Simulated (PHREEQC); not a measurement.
0.024 g of hydrous ferric oxide (600 m²/g; 0.2 weak and 0.005 strong sites per Fe, Dzombak-Morel constants, diffuse double layer) in 1 kg of water with 0.005 mol/kgw of an inert sodium salt and 6.8e-05 mol/kgw NaH2PO4, at 25 °C; the pH is set by adding NaOH or the inert anion's acid. O2 is buffered at 0.21 atm. The system is closed to CO2. No solid was allowed to form.

Computed with PHREEQC (ion-association model, wateq4f.dat).

```json
[
 {"pH": "4", "P sorbed (%)": "69.4", "surface charge σ (C/m²)": "0.013", "surface potential ψ (mV)": "63"},
 {"pH": "4.38", "P sorbed (%)": "66.7", "surface charge σ (C/m²)": "0.010", "surface potential ψ (mV)": "52"},
 {"pH": "4.75", "P sorbed (%)": "63.4", "surface charge σ (C/m²)": "0.007", "surface potential ψ (mV)": "___"},
 {"pH": "5.12", "P sorbed (%)": "59.8", "surface charge σ (C/m²)": "0.005", "surface potential ψ (mV)": "28"},
 {"pH": "5.5", "P sorbed (%)": "55.9", "surface charge σ (C/m²)": "0.003", "surface potential ψ (mV)": "___"},
 {"pH": "5.88", "P sorbed (%)": "___", "surface charge σ (C/m²)": "0.001", "surface potential ψ (mV)": "4"},
 {"pH": "6.25", "P sorbed (%)": "48.1", "surface charge σ (C/m²)": "-0.001", "surface potential ψ (mV)": "-7"},
 {"pH": "6.62", "P sorbed (%)": "44.4", "surface charge σ (C/m²)": "-0.003", "surface potential ψ (mV)": "-18"},
 {"pH": "7", "P sorbed (%)": "40.3", "surface charge σ (C/m²)": "-0.005", "surface potential ψ (mV)": "-27"},
 {"pH": "7.38", "P sorbed (%)": "35.4", "surface charge σ (C/m²)": "-0.006", "surface potential ψ (mV)": "___"},
 {"pH": "7.75", "P sorbed (%)": "29.4", "surface charge σ (C/m²)": "-0.007", "surface potential ψ (mV)": "-40"},
 {"pH": "8.12", "P sorbed (%)": "22.2", "surface charge σ (C/m²)": "-0.009", "surface potential ψ (mV)": "___"},
 {"pH": "8.5", "P sorbed (%)": "14.6", "surface charge σ (C/m²)": "-0.010", "surface potential ψ (mV)": "-53"},
 {"pH": "8.88", "P sorbed (%)": "8.2", "surface charge σ (C/m²)": "-0.013", "surface potential ψ (mV)": "-61"},
 {"pH": "9.25", "P sorbed (%)": "3.6", "surface charge σ (C/m²)": "-0.016", "surface potential ψ (mV)": "-71"},
 {"pH": "9.62", "P sorbed (%)": "1.2", "surface charge σ (C/m²)": "-0.022", "surface potential ψ (mV)": "-86"},
 {"pH": "10", "P sorbed (%)": "0.3", "surface charge σ (C/m²)": "-0.031", "surface potential ψ (mV)": "-103"}
]
```

What belongs in the gaps?


- 4.75, surface potential ψ (mV): 40
- 5.5, surface potential ψ (mV): 16
- 5.88, P sorbed (%): 51.9
- 7.38, surface potential ψ (mV): -34
- 8.12, surface potential ψ (mV): -46

Complexes and solids missing from the database can't appear. H3PO4, which wateq4f.dat lacks, is added to it with the constant of phreeqc.dat.
